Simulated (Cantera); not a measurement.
A perfectly stirred reactor is fed with 7.59 % CH3OH, 18.4 % O2, 71.7 % N2, 2.35 % CO2, equivalence ratio 0.62, at 0.680 bar; it is adiabatic with a 525 K inlet, and is followed from long to short residence time, starting on the burning branch (τ in s: 0.027, 0.012, 0.0055, 0.0025, 0.0011, 0.00051, 0.00023, 0.0001, 4.7e-05).

Model: GRI-Mech 3.0 (53 species, 325 reactions), integrated in Cantera. GRI-Mech 3.0 was tuned for natural gas; its chemistry of methanol as a main component is partial and can be far from experiment.

x: mole fraction; the columns are a selection and need not sum to one.

```csv
τ (s),T (K),x CH3OH,x O2,x CO2,x H2O,x CO,x CH2O
0.027,1822,7.72e-6,0.0675,0.0936,0.144,0.00197,[?]
0.012,1805,1.30e-5,0.0679,0.0923,0.143,0.00313,[?]
0.0055,1783,2.18e-5,0.0685,0.0905,0.142,0.00475,[?]
0.0025,1753,3.80e-5,0.0696,0.0879,0.140,0.00710,[?]
0.0011,1711,7.33e-5,0.0714,0.0840,0.139,0.0107,[?]
0.00051,1659,0.000158,0.0747,0.0778,0.137,0.0164,[?]
0.00023,525,0.0759,0.184,0.0235,<1e-12,<1e-12,<1e-12
0.00010,525,0.0759,0.184,0.0235,<1e-12,<1e-12,<1e-12
4.7e-5,525,0.0759,0.184,0.0235,<1e-12,<1e-12,<1e-12
```

Problem. What belongs in the gaps?

Solution. 
- 0.027, x CH2O: 6.48e-6
- 0.012, x CH2O: 1.11e-5
- 0.0055, x CH2O: 1.88e-5
- 0.0025, x CH2O: 3.27e-5
- 0.0011, x CH2O: 6.18e-5
- 0.00051, x CH2O: 0.000129
